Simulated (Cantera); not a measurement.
A perfectly stirred reactor is fed with H2 : O2 : N2 = 0.97 : 1 : 1.3 (molar parts), equivalence ratio 0.48, at 1.00 bar; it is held at 1125 K, and followed from long to short residence time.

Model: the H2/O2 subset of GRI-Mech 3.0, which has no nitrogen chemistry, integrated in Cantera. The temperature is held fixed by assumption; the heat of reaction is taken as removed at once.

Task: Predict: x(H2) at τ = 3.50 s; x(O2) at τ = 3.50 s; x(HO2) at τ = 3.50 s; x(O) at τ = 3.50 s; x(H2O2) at τ = 3.50 s; x(H2) at τ = 56.0 ms; x(O2) at τ = 56.0 ms; x(HO2) at τ = 56.0 ms; x(O) at τ = 56.0 ms; x(H2O2) at τ = 56.0 ms.

Result: 
```json
{
  "x(H2) at τ = 3.50 s": "0.00100",
  "x(O2) at τ = 3.50 s": "0.185",
  "x(HO2) at τ = 3.50 s": "2.48e-5",
  "x(O) at τ = 3.50 s": "7.62e-7",
  "x(H2O2) at τ = 3.50 s": "4.41e-6",
  "x(H2) at τ = 56.0 ms": "0.0135",
  "x(O2) at τ = 56.0 ms": "0.190",
  "x(HO2) at τ = 56.0 ms": "0.000157",
  "x(O) at τ = 56.0 ms": "1.40e-5",
  "x(H2O2) at τ = 56.0 ms": "0.000123"
}
```
